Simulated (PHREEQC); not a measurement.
Make-up at 67 °C: 0.02 mol LiOH, 3.4e-07 mol H4SiO4 and 0.00043 mol K2CO3 per kg of water. Closed to the air; pH follows from the charge balance.

Equilibrium calculation in PHREEQC: ion-association model, phreeqc.dat.

**Question.** The ionic strength comes out as 0.0213 mol/kgw. What activity coefficients do K+, OH-, CO3-2, HCO3-, Li+ get?

**Answer.** K+ 0.85, OH- 0.85, CO3-2 0.55, HCO3- 0.86, Li+ 0.87.

Precipitation was switched off in this run. At this temperature some constants are extrapolated from 25 °C, and those without enthalpy data are left unchanged.
